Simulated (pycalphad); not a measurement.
An equivalent pycalphad script:

```python
from pycalphad import Database, equilibrium, calculate, variables as v
import numpy as np
db = Database('COST507.tdb')
comps = ['AL', 'SN', 'SI', 'VA']
phases = ['BCT_A5', 'DIAMOND_A4', 'FCC_A1', 'LIQUID']
eq = equilibrium(db, comps, phases, {v.X('SN'): 0.0423, v.X('SI'): 0.0467, v.T: np.arange(1850, 499, -50), v.P: 101325, v.N: 1}, output=['HM', 'SM'])
```

Computed with pycalphad from the COST 507 light-alloy database (1999), at 1 atm. The database dates from 1999; later assessments differ in places, in temperatures and in the compounds included. Not assessed as a whole: an extrapolation from subsystems, which can miss ternary compounds. Phase fractions are per mole of atoms.

Results at three of the temperatures:

```
T = 1850.00 K, P = 101325 Pa, N = 1 mol of atoms
G = -120821 J/mol, H = 59517 J/mol, S = 97.48 J/(mol K)  (SER reference)
chemical potentials (J/mol): Al -115873, Sn -204812, Si -141264
phase             fraction      x(Al)      x(Sn)      x(Si)
LIQUID              1.0000     0.9110     0.0423     0.0467
```

```
T = 1750.00 K, P = 101325 Pa, N = 1 mol of atoms
G = -111159 J/mol, H = 56377 J/mol, S = 95.73 J/(mol K)  (SER reference)
chemical potentials (J/mol): Al -106564, Sn -189981, Si -129400
phase             fraction      x(Al)      x(Sn)      x(Si)
LIQUID              1.0000     0.9110     0.0423     0.0467
```

```
T = 650.00 K, P = 101325 Pa, N = 1 mol of atoms
G = -22823 J/mol, H = 9840 J/mol, S = 50.25 J/(mol K)  (SER reference)
chemical potentials (J/mol): Al -22388, Sn -40152, Si -15618
phase             fraction      x(Al)      x(Sn)      x(Si)
FCC_A1              0.9087     0.9977   0.000406     0.0019
LIQUID              0.0463     0.0947     0.9052   5.76e-05
DIAMOND_A4          0.0450   6.54e-09   3.15e-07     1.0000
```

Changes of the phase set, refined by bisection:

| T (K) | phases above | phases below |
|---|---|---|
| 877.9 | liquid | fcc + liquid |
| 824.1 | fcc + liquid | diamond (Si) + fcc + liquid |
| 502.4 | diamond (Si) + fcc + liquid | bct (Sn) + diamond (Si) + fcc |

FCC_A1 is fcc; DIAMOND_A4 is diamond (Si).
